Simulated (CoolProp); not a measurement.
Vapour-liquid equilibrium of R134a (1) + R1234yf (2) at 1.17 MPa; x and y are mole fractions of (1).

The numbers come from the multi-fluid Helmholtz-energy mixture model, Tillner-Roth 1994 and Lemmon 2022; pair parameters Bell 2022 in CoolProp.

### Question
Give the bubble temperature and the first vapour's composition at x = 0.05, 0.15, 0.75. Is there an azeotrope?

### Answer
x = 0.05: 318.3 K, y = 0.056; x = 0.15: 317.7 K, y = 0.163; x = 0.75: 317.1 K, y = 0.738. y crosses x between x = 0.45 and 0.55: the model has an azeotrope there.

Pair parameters are fitted to limited data, so mixtures are less certain than the pure fluids.
